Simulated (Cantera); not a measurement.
# NO annealing gas

A perfectly stirred reactor is fed with 6.67 % NO, 93.3 % N2, at 100000 Pa; it is held at 2125 K, and followed from long to short residence time.

Computed with Cantera and GRI-Mech 3.0 (53 species, 325 reactions).

```csv
τ (s),x NO,x O2,x N2,x NO2,x O,x N2O
1.6,0.0225,0.0220,0.955,1.04e-5,0.000249,4.78e-7
0.57,0.0394,0.0135,0.947,1.45e-5,0.000199,9.61e-7
0.21,0.0548,0.00583,0.939,1.40e-5,0.000140,1.65e-6
0.077,0.0626,0.00199,0.935,1.09e-5,9.64e-5,2.09e-6
0.028,0.0653,0.000639,0.934,8.66e-6,7.37e-5,2.25e-6
0.010,0.0662,0.000189,0.934,7.08e-6,5.95e-5,2.28e-6
0.0038,0.0665,4.96e-5,0.933,5.31e-6,4.44e-5,2.23e-6
0.0014,0.0666,8.32e-6,0.933,2.91e-6,2.43e-5,2.06e-6
0.00051,0.0667,9.68e-7,0.933,1.09e-6,9.32e-6,1.70e-6
0.00018,0.0667,9.74e-8,0.933,3.14e-7,2.91e-6,1.13e-6
```
x: mole fraction; the columns are a selection and need not sum to one.
